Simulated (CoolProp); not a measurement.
Vapour-liquid equilibrium of carbon dioxide (1) + R142b (2) at 225.4 K; x and y are mole fractions of (1).

The numbers come from the multi-fluid Helmholtz-energy mixture model, Span 1996 and Lemmon 2006; pair parameters Bell 2016 in CoolProp.

Problem. Give the bubble pressure and the first vapour's composition at x = 0.05, 0.2, 0.95. Is there an azeotrope?

Solution. x = 0.05: 0.4570 bar, y = 0.676; x = 0.2: 1.548 bar, y = 0.917; x = 0.95: 7.073 bar, y = 0.998. No azeotrope shows between x = 0.05 and 0.95.

Pair parameters are fitted to limited data, so mixtures are less certain than the pure fluids. The gap from Raoult's law changes sign with composition, which may be real or a fault of the pair parameters; it wasn't checked against measurements.
